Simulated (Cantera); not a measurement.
**Titanium nitride, carbide and oxide coatings: Ti(OiPr)4 + O2 + H2**

A closed system holds: 1 mol Ti(OiPr)4, 2.6 mol O2, 85 mol H2, equilibrated at 0.675 Torr.

Method: chemical equilibrium by Gibbs-energy minimisation in Cantera with the NASA 1993 tables (ideal gas, pure condensed phases). Candidate condensed phases: C, C6H6, C7H8, C8H18, H2O, Ti, TiC, TiO, TiO2, Ti2O3, Ti3O5, Ti4O7; 113 gas species. The feed counts by its element totals alone. TiC: taken at fixed stoichiometry. Equilibrium is a limit: real reactors are often held back by kinetics, nucleation or transport.

From 1223 K to 2123 K the condensed part is C(graphite) + TiC(s).

```csv
T (K),x H2,x H,x CO,x C2H2 (acetylene),x CH4,x Ti,x C2H,n C(graphite),n TiC(s)
1223,0.915,9.59e-6,0.0850,1.43e-7,1.00e-5,<1e-12,<1e-12,1.80,1.00
1323,0.915,5.06e-5,0.0850,7.55e-7,5.12e-6,<1e-12,<1e-12,1.80,1.00
1423,0.915,0.000212,0.0850,3.14e-6,2.87e-6,<1e-12,<1e-12,1.80,1.00
1523,0.914,0.000737,0.0850,1.08e-5,1.73e-6,4.40e-12,1.89e-11,1.80,1.00
1623,0.913,0.00220,0.0849,3.18e-5,1.11e-6,1.03e-10,2.91e-10,1.79,1.00
1723,0.909,0.00580,0.0848,8.23e-5,7.49e-7,1.66e-9,3.27e-9,1.78,1.00
1823,0.902,0.0137,0.0844,0.000191,5.22e-7,1.97e-8,2.80e-8,1.76,1.000
1923,0.886,0.0296,0.0838,0.000400,3.71e-7,1.80e-7,1.90e-7,1.71,1.000
2023,0.858,0.0586,0.0825,0.000766,2.65e-7,1.32e-6,1.06e-6,1.63,1.000
2123,0.811,0.108,0.0804,0.00134,1.85e-7,7.96e-6,4.94e-6,1.49,0.999
```
x: gas mole fraction; n: condensed amount in mol.
